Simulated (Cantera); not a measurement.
# Reactions in the system Ca-Cl-F-H

Standard-state values (1 bar) from the NASA 1993 polynomials, evaluated with Cantera. Values are per mole of reaction as written; species without (g) are pure solids or liquids, kept so even where they would boil at 1 bar.

2 HF(g) + CaCl2 → Ca + 2 HCl(g) + 2 F(g)

```csv
T (K),ΔH° (kJ),ΔS° (J/K),ΔG° (kJ),log10 K
1625,1281.2,249.4,875.9,-28.16
1675,1280.2,248.8,863.5,-26.93
1725,1279.3,248.2,851.1,-25.77
1775,1278.3,247.7,838.7,-24.68
1825,1277.3,247.2,826.3,-23.65
1875,1276.4,246.6,814.0,-22.68
1925,1275.4,246.1,801.6,-21.75
```
